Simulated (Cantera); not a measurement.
Cantera run:

```python
import numpy as np
import cantera as ct

gas_names = """
    H HNO HNO2 HNO3 HO2 H2 H2O H2O2 N NH NH2 NH3 NH2OH NO NO2 NO3 N2 N2H2 N2H4 N2O O OH O2 O3 Si SiH
    SiH2 SiH3 SiH4 SiN SiO SiO2 Si2 Si2N Si3
""".split()
cond_names = """
    H2O(s) H2O(L) Si(cr) Si(L) SiO2(Lqz) SiO2(hqz) SiO2(L) Si2N2O(s) Si3N4(a)
""".split()


def load(file, names, dense=False):
    # The tables refer to 1 bar. Condensed volumes are neglected.
    table = {s.name: s for s in ct.Species.list_from_file(file)}
    out = []
    for n in names:
        d = dict(table[n].input_data)
        d["thermo"] = dict(d["thermo"], **{"reference-pressure": 1e5})
        if dense:
            d["equation-of-state"] = {"model": "constant-volume", "density": "1e6 g/cm^3"}
        out.append(ct.Species.from_dict(d))
    return out


gas = ct.Solution(thermo="ideal-gas", species=load("nasa_gas.yaml", gas_names))
cond = {s.name: ct.Solution(thermo="fixed-stoichiometry", species=[s], name=s.name)
        for s in load("nasa_condensed.yaml", cond_names, dense=True)}
atoms = {
    'Si': {'Si': 1},
    'H2O': {'H': 2, 'O': 1},
    'N2': {'N': 2},
}
top_T = {'Si2N2O(s)': 2100, 'Si3N4(a)': 2400}  # K; cautious upper limits of use, not melting points


def equilibrate(T, P, feed):
    n = {}
    for name, mol in feed.items():
        for a, k in atoms[name].items():
            n[a] = n.get(a, 0.0) + k * mol
    gas.TPX = T, P, n
    mass = sum(n.values()) * gas.mean_molecular_weight
    gas.equilibrate("TP")
    valid = [c for c in cond.values() if c.min_temp <= T <= top_T.get(c.name, c.max_temp)]
    mix = ct.Mixture([(gas, mass / gas.mean_molecular_weight)] + [(c, 0.0) for c in valid])
    mix.T, mix.P = T, P
    mix.equilibrate("TP", solver="vcs", rtol=1e-11, max_steps=5000)
    return mix


results = []
feed = {'Si': 1, 'H2O': 0.001, 'N2': 2.8}  # mol
P = 29  # Pa
for T in [1375, 1475, 1575, 1675, 1775, 1875, 1975]:
    mix = equilibrate(T, P, feed)
    results.append((T, P, feed, dict(zip(mix.species_names, mix.species_moles))))

top = {s: max(r[3][s] / sum(r[3][g] for g in gas_names) for r in results) for s in gas_names}
cols = sorted((s for s in top if top[s] > 1e-05), key=lambda s: -top[s])[:7]
seen = [c for c in cond_names if any(r[3].get(c, 0) > 1e-12 for r in results)]
print("log10 of partial pressures in bar; condensed amounts in mol")
print(f"{'T/K':>10s}" + "".join(f"{s[:9]:>10s}" for s in cols + seen))
for T, P, feed, n in results:
    ng = sum(n[g] for g in gas_names)
    print(f"{T:10.4g}" + "".join(f"{np.log10(max(n[s] / ng * P / 1e5, 1e-99)):10.3f}" for s in cols)
          + "".join(f"{n.get(c, 0):10.4g}" for c in seen))
```

Result:

```
log10 of partial pressures in bar; condensed amounts in mol
       T/K        N2        Si       Si2      Si2N         H       SiN       SiO    Si(cr)     Si(L) Si2N2O(s)  Si3N4(a)
      1375    -3.538   -10.690   -15.309   -13.295    -8.900   -12.097    -8.157         0         0 0.0009487    0.3327
      1475    -3.538    -8.909   -12.550   -11.028    -8.324   -10.522    -6.867         0         0         0     0.333
      1575    -3.538    -7.359   -10.148    -9.055    -7.827    -9.151    -6.867         0         0         0    0.3329
      1675    -3.539    -6.363    -8.772    -8.057    -7.467    -8.313    -6.986    0.9945         0         0         0
      1775    -3.541    -5.659    -7.911    -7.532    -7.131    -7.750    -6.988         0    0.9765         0         0
      1875    -3.552    -5.043    -7.168    -7.094    -6.901    -7.265    -6.999         0    0.9046         0         0
      1975    -3.591    -4.490    -6.501    -6.715    -6.809    -6.844    -7.037         0    0.6317         0         0
```

Cantera equilibrium calculation (NASA polynomials, part measured and part estimated; ideal gas, pure solids and liquids). N2 is the only nitrogen source here; it is nearly inert below about 1500 K, so the nitride shown seldom forms there in practice. Mutual solubility and eutectic melting of coexisting phases are not modelled. The tables' values for SiN are old estimates; treat these amounts as uncertain.
